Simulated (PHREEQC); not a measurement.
Consider water at 25 °C with 0.19 mol/kgw HNO3, 0.057 mol/kgw NaCl and 0.0046 mol/kgw MnSO4. Closed to the air; pH follows from the charge balance.

Equilibrium calculation in PHREEQC: ion-association model, phreeqc.dat.

No solid was allowed to form.

### Question
Predict the pH, specific conductance, activity of water.

### Answer
pH 0.83; specific conductance 66500 µS/cm; activity of water 0.992.

### Question
In which forms is S present?

### Answer
HSO4- 82 %, SO4-2 16 %, NaSO4- 1.2 %, MnSO4 0.9 % of the S.

Complexes and solids missing from the database can't appear.
